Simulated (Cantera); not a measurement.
A Cantera script and what it prints.

```python
import numpy as np
import cantera as ct

gas_names = """
    Br Br2 H HBr H2 Si SiBr SiBr2 SiBr3 SiBr4 SiH SiHBr3 SiH2 SiH2Br2 SiH3 SiH3Br SiH4 Si2 Si3
""".split()
cond_names = """
    Br2(cr) Br2(L) Si(cr) Si(L)
""".split()


def load(file, names, dense=False):
    # The tables refer to 1 bar. Condensed volumes are neglected.
    table = {s.name: s for s in ct.Species.list_from_file(file)}
    out = []
    for n in names:
        d = dict(table[n].input_data)
        d["thermo"] = dict(d["thermo"], **{"reference-pressure": 1e5})
        if dense:
            d["equation-of-state"] = {"model": "constant-volume", "density": "1e6 g/cm^3"}
        out.append(ct.Species.from_dict(d))
    return out


gas = ct.Solution(thermo="ideal-gas", species=load("nasa_gas.yaml", gas_names))
cond = {s.name: ct.Solution(thermo="fixed-stoichiometry", species=[s], name=s.name)
        for s in load("nasa_condensed.yaml", cond_names, dense=True)}
atoms = {
    'Si': {'Si': 1},
    'Br2': {'Br': 2},
    'H2': {'H': 2},
}
top_T = {}  # K; cautious upper limits of use, not melting points


def equilibrate(T, P, feed):
    n = {}
    for name, mol in feed.items():
        for a, k in atoms[name].items():
            n[a] = n.get(a, 0.0) + k * mol
    gas.TPX = T, P, n
    mass = sum(n.values()) * gas.mean_molecular_weight
    gas.equilibrate("TP")
    valid = [c for c in cond.values() if c.min_temp <= T <= top_T.get(c.name, c.max_temp)]
    mix = ct.Mixture([(gas, mass / gas.mean_molecular_weight)] + [(c, 0.0) for c in valid])
    mix.T, mix.P = T, P
    mix.equilibrate("TP", solver="vcs", rtol=1e-11, max_steps=5000)
    return mix


results = []
feed = {'Si': 1, 'Br2': 0.95, 'H2': 53}  # mol
P = 63000  # Pa
for T in [875, 975, 1075, 1175, 1275, 1375, 1475, 1575]:
    mix = equilibrate(T, P, feed)
    results.append((T, P, feed, dict(zip(mix.species_names, mix.species_moles))))

top = {s: max(r[3][s] / sum(r[3][g] for g in gas_names) for r in results) for s in gas_names}
cols = sorted((s for s in top if top[s] > 1e-06), key=lambda s: -top[s])[:5]
seen = [c for c in cond_names if any(r[3].get(c, 0) > 1e-12 for r in results)]
print("log10 of partial pressures in bar; condensed amounts in mol")
print(f"{'T/K':>10s}" + "".join(f"{s[:9]:>10s}" for s in cols + seen))
for T, P, feed, n in results:
    ng = sum(n[g] for g in gas_names)
    print(f"{T:10.4g}" + "".join(f"{np.log10(max(n[s] / ng * P / 1e5, 1e-99)):10.3f}" for s in cols)
          + "".join(f"{n.get(c, 0):10.4g}" for c in seen))
```

Result:

```
log10 of partial pressures in bar; condensed amounts in mol
       T/K        H2       HBr     SiBr4     SiBr2    SiHBr3    Si(cr)
       875    -0.206    -2.578    -2.400    -5.078    -2.938    0.5489
       975    -0.208    -2.210    -2.504    -4.207    -2.984    0.6234
      1075    -0.211    -1.945    -2.719    -3.568    -3.121    0.7315
      1175    -0.213    -1.786    -3.139    -3.162    -3.416    0.8305
      1275    -0.215    -1.727    -3.790    -2.972    -3.888    0.8736
      1375    -0.215    -1.717    -4.505    -2.891    -4.409    0.8783
      1475    -0.215    -1.718    -5.165    -2.845    -4.891    0.8725
      1575    -0.215    -1.723    -5.752    -2.812    -5.319     0.865
```

Equilibrium computed with Cantera from the NASA thermochemical tables; the gas is ideal and each condensed phase is pure. The tables' values for SiBr3 are old estimates; treat these amounts as uncertain.
